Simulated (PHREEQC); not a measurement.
Model water analysis in mmol/kgw, 25 °C, pH 2.27, pe 12.4: Na 76.6; K 0.0127; Ca 6.13; Mg 3.23; Cl 15.1; S(6) 49.2; Zn 0.462; Si 0.292; Ni 1.86; Cu(2) 1.01; Fe(3) 4.55.

Valence states are taken as typed.

All values are PHREEQC results (ion-association model, wateq4f.dat), not measurements.

No solid was allowed to form.

Order these Cu species by the share of Cu that they hold, largest first: Cu+2, CuSO4, CuCl+.

Cu+2 (57 %), CuSO4 (42 %), CuCl+ (0.86 %)

The pH is 2.27 and the ionic strength 0.127 mol/kgw. The solution is supersaturated, for example in Hematite (slow to form), Goethite (slow to form), so a real one may precipitate; this is no full list. Complexes and solids missing from the database can't appear.
